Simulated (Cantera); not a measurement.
A closed system holds: 1 mol SiHCl3, 1.9 mol NH3, 22 mol H2, at 0.00220 bar.

These are equilibrium values from Cantera (NASA tables, ideal gas, pure condensed phases), not measurements of a reactor. Candidate condensed phases: NH4Cl, Si, Si3N4; 28 gas species. Rates play no part.

### Question
Which condensed phases are stable at each of these points (T (K)): 1198, 1248, 1298, 1348, 1398, 1448, 1498, 1548?

### Answer
```tsv
T (K)	condensed phases	Si condensed (%)
1198	Si3N4(s)	98.7
1248	Si3N4(s)	96.9
1298	Si3N4(s)	93.3
1348	Si3N4(s)	86.7
1398	Si3N4(s)	76.8
1448	Si3N4(s)	64.2
1498	Si3N4(s)	49.9
1548	Si(s)	47.6
```

From 1198 K to 1498 K the condensed part is Si3N4(s). At 1548 K the condensed part is Si(s).
